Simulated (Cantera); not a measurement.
An adiabatic, constant-pressure homogeneous reactor starts with 18.6 % CO, 7.24 % H₂, 3.90 % CH₄, 14.8 % O₂, 55.5 % N₂, at 1600 K and 5.00 bar.

Model: GRI-Mech 3.0 (53 species, 325 reactions), integrated in Cantera.

**Question.** Predict: time of steepest temperature rise; temperature at 3.00 s; equilibrium temperature; x(CO) at 3.00 s; x(H₂) at 3.00 s; x(HCO) at 3.00 s; x(NO) at 3.00 s.

**Answer.** 
```json
{
  "time_of_steepest_temperature_rise": "10.7 µs",
  "temperature at 3.00 s": "2956 K",
  "equilibrium_temperature": "2956 K",
  "x(CO) at 3.00 s": "0.134 (gas-phase equilibrium 0.134)",
  "x(H₂) at 3.00 s": "0.0224 (gas-phase equilibrium 0.0224)",
  "x(HCO) at 3.00 s": "4.99e-7 (gas-phase equilibrium 4.99e-7)",
  "x(NO) at 3.00 s": "0.00796 (gas-phase equilibrium 0.00796)"
}
```
